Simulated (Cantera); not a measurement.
Feed: 1 mol SiCl4, 0.13 mol O2, 8.4 mol H2, equilibrated at 1900 K and 30.0 Pa.

Method: chemical equilibrium by Gibbs-energy minimisation in Cantera with the NASA 1993 tables (ideal gas, pure condensed phases). Candidate condensed phases: H2O, Si, SiO2; 30 gas species. The tables' values for SiCl, SiCl3 are old estimates; treat these amounts as uncertain. Rates play no part.

Base state: H2 0.624, HCl 0.239, SiCl2 0.0551, H 0.0362, SiO 0.0236, Cl 0.0105, Si 0.00932, SiCl 0.00241 (mole fractions); condensed: gas only.

What changes in the equilibrium state with this change: temperature from 1900 K to 1548.15 K?


```json
[
 {"species": "H2", "before": "0.624", "after": "0.669"},
 {"species": "HCl", "before": "0.239", "after": "0.235"},
 {"species": "SiCl2", "before": "0.0551", "after": "0.0686"},
 {"species": "H", "before": "0.0362", "after": "0.00146"},
 {"species": "Cl", "before": "0.0105", "after": "0.000409"},
 {"species": "SiO", "before": "0.0236", "after": "0.0244"},
 {"species": "Si2", "before": "1.66e-5", "after": "1.18e-8"},
 {"species": "Si", "before": "0.00932", "after": "2.65e-5"},
 {"species": "SiH", "before": "0.000111", "after": "9.93e-7"}
]
```
The tables' values for SiCl3, SiCl are old estimates; treat these amounts as uncertain.
